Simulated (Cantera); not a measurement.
Diamond growth

A diamond (100) surface in a fixed gas of H2 with x(CH4) = 0.004, x(CH3) = 2.6e-05, at 1375 K, 0.290 bar; coverages are run to steady state.

Cantera simulation using the Harris–Goodwin 1993 mechanism for the reconstructed diamond (100) surface; the numbers are that mechanism's predictions, not measurements.

```
x(H)     growth (µm/h)  θ c6HH  θ c6H*  θ c6*H   θ c6**
-------  -------------  ------  ------  ------  -------
0.0001          0.0413   0.701  0.0281   0.267  0.00333
0.00021          0.159   0.582  0.0390   0.370  0.00866
0.00042          0.412   0.489  0.0471   0.447   0.0174
0.00087          0.855   0.421  0.0524   0.497   0.0294
0.0018            1.44   0.380  0.0552   0.523   0.0414
0.0037            2.17   0.358  0.0565   0.535   0.0506
0.0076            3.17   0.346  0.0573   0.540   0.0565
0.016             4.67   0.340  0.0581   0.541   0.0600
0.032             6.50   0.337  0.0591   0.541   0.0619
```
θ: site fractions in the mechanism's names (c6HH fully hydrogenated, c6H* and c6*H radical sites, c6** diradical, c6HM methylated).
